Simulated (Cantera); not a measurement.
A perfectly stirred reactor is fed with NO : N₂ = 1 : 0.24 (molar parts), at 225 Torr; it is held at 2050 K, and followed from long to short residence time.

Model: GRI-Mech 3.0 (53 species, 325 reactions), integrated in Cantera.

Problem. What does this change do: 0.027 parts H2O added?

Solution. 
| quantity | before | after |
|---|---|---|
| x(NO) at τ = 0.690 s | 0.434 | 0.419 |
| x(O₂) at τ = 0.690 s | 0.185 | 0.184 |
| x(N₂) at τ = 0.690 s | 0.379 | 0.374 |
| x(O) at τ = 0.690 s | 0.000796 | 0.000781 |
| x(N₂O) at τ = 0.690 s | 7.25e-5 | 5.47e-5 |
| x(NO) at τ = 12.0 ms | 0.796 | 0.778 |
| x(O₂) at τ = 12.0 ms | 0.00473 | 0.00498 |
| x(N₂) at τ = 12.0 ms | 0.198 | 0.194 |
| x(O) at τ = 12.0 ms | 0.000266 | 0.000156 |
| x(N₂O) at τ = 12.0 ms | 0.000265 | 0.000172 |
